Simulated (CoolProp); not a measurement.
The numbers come from the reference Helmholtz-energy equation of state, Lemmon 2006 in CoolProp. It is a short technical equation, of lower accuracy than the large ones.

### Question
For C2F6 (R116), give the phase and the conductivity (mW/(m K)) at 151.85 °C and 0.457 bar; 151.85 °C and 21.2 bar.

### Answer
- 151.85 °C and 0.457 bar: gas; conductivity 24.7
- 151.85 °C and 21.2 bar: gas; conductivity 25.4

Thermal conductivity comes from a separate model (Huber 2003), an estimate that may be off by 10 % or more.
